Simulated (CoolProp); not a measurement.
Model: reference Helmholtz-energy equation of state, Thol 2021, in CoolProp.

### Question
For chlorine, give the phase and the cp (kJ/(kg K)), Joule-Thomson coefficient (K/MPa) at -28.65 °C and 0.0604 MPa; -28.65 °C and 1.07 MPa.

### Answer
- -28.65 °C and 0.0604 MPa: gas; cp 0.475, Joule-Thomson coefficient 48.2
- -28.65 °C and 1.07 MPa: liquid; cp 0.941, Joule-Thomson coefficient -0.386
